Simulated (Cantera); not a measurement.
## SiH4 + N2 + NH3 (silicon nitride deposition)

Charge: 1 mol SiH4, a varied amount of N2, 6.2 mol NH3, at 1.00 Torr.

These are equilibrium values from Cantera (NASA tables, ideal gas, pure condensed phases), not measurements of a reactor. Candidate condensed phases: Si, Si3N4; 18 gas species. Mutual solubility and eutectic melting of coexisting phases are not modelled. The numbers say what is thermodynamically allowed, not how fast it happens.

Stable condensed phases:

```
T in K \ n(N2) in mol
         0.82  1.2  1.8  2.6  3.8  5.7  8.4   12   18   27   39   58   85
   1848     A    A    A    A    A    A    A    A    A    A    A    A    A
   1773     A    A    A    A    A    A    A    A    A    A    A    A    A
   1698     A    A    A    A    A    A    A    A    A    A    A    A    A
   1623     A    A    A    B    C    C    C    C    C    C    C    C    C
   1548     C    C    C    C    C    C    C    C    C    C    C    C    C
   1473     C    C    C    C    C    C    C    C    C    C    C    C    C
   1398     C    C    C    C    C    C    C    C    C    C    C    C    C
   1323     C    C    C    C    C    C    C    C    C    C    C    C    C
   1248     C    C    C    C    C    C    C    C    C    C    C    C    C
   1173     C    C    C    C    C    C    C    C    C    C    C    C    C
   1098     C    C    C    C    C    C    C    C    C    C    C    C    C
   1023     C    C    C    C    C    C    C    C    C    C    C    C    C
    948     C    C    C    C    C    C    C    C    C    C    C    C    C
    873     C    C    C    C    C    C    C    C    C    C    C    C    C
```

A: Si; B: Si + Si3N4; C: Si3N4.
